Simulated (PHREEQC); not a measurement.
Make-up at 46 °C: 1.4e-05 mol/kgw HBr, 5.4e-06 mol/kgw ZnSO4 and 0.0001 mol/kgw MgCl2. Closed to the air; pH follows from the charge balance.

Equilibrium calculation in PHREEQC: ion-association model, phreeqc.dat.

```yaml
pH: 4.86
ionic_strength: 0.000335 mol/kgw
total_alkalinity: -0.0140 meq/kg
```

```
species  molality  activity   log γ
-------  --------  --------  ------
Cl-      0.000200  0.000196  -0.009
Mg+2      9.98e-5   9.16e-5  -0.037
Br-       1.40e-5   1.37e-5  -0.010
H+        1.40e-5   1.37e-5  -0.009
Zn+2      5.39e-6   4.94e-6  -0.038
SO4-2     5.21e-6   4.78e-6  -0.038
MgSO4     1.70e-7   1.70e-7   0.000
HSO4-     1.07e-8   1.04e-8  -0.009
ZnSO4     6.43e-9   6.44e-9   0.000
ZnCl+     6.31e-9   6.18e-9  -0.009
OH-       3.20e-9   3.13e-9  -0.010
ZnOH+     1.79e-9   1.75e-9  -0.009
```

Precipitation was switched off in this run. At this temperature some constants are extrapolated from 25 °C, and those without enthalpy data are left unchanged.
